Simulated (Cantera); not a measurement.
A freely propagating, adiabatic, planar premixed flame of H2 : O2 : N2 = 1 : 0.588 : 2.24 (molar parts), equivalence ratio 0.85, unburnt at 575 K and 100.0 Torr; multicomponent transport, grid criteria slope 0.08 and curve 0.16, no radiation.

Detailed kinetics in Cantera: the H2/O2 subset of GRI-Mech 3.0, which has no nitrogen chemistry. Burning velocities carry a grid error of a few per cent, more on coarse grids.

Predict: laminar burning velocity; thermal thickness; peak x(H2O2); peak x(HO2); peak x(H).


```
Property                    Result
------------------------  --------
laminar burning velocity  489 cm/s
thermal thickness          6.38 mm
peak x(H2O2)               1.43e-6
peak x(HO2)                5.70e-5
peak x(H)                   0.0725
```
